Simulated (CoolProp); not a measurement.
Vapour-liquid equilibrium of ethanol (1) + dimethyl carbonate (2) at 47.05 °C; x and y are mole fractions of (1).

The numbers come from the multi-fluid Helmholtz-energy mixture model, Schroeder 2014 and Zhou 2011; pair parameters Bell 2016 in CoolProp.

```csv
x,"bubble pressure, mixture model (kPa)","bubble pressure, Raoult's law (kPa)","y, mixture model","y, Raoult's law"
0.05,23.48,20.76,0.167,0.061
0.2,28.93,21.51,0.404,0.237
0.35,31.30,22.25,0.505,0.401
0.5,32.18,23.00,0.565,0.554
0.65,32.27,23.75,0.616,0.698
0.8,31.41,24.49,0.692,0.832
0.95,27.95,25.24,0.871,0.959
```

The largest gap from Raoult's law is +40.7 % in bubble pressure, at x = 0.35. y crosses x between x = 0.5 and 0.65: the model has an azeotrope there.

Pair parameters are fitted to limited data, so mixtures are less certain than the pure fluids.
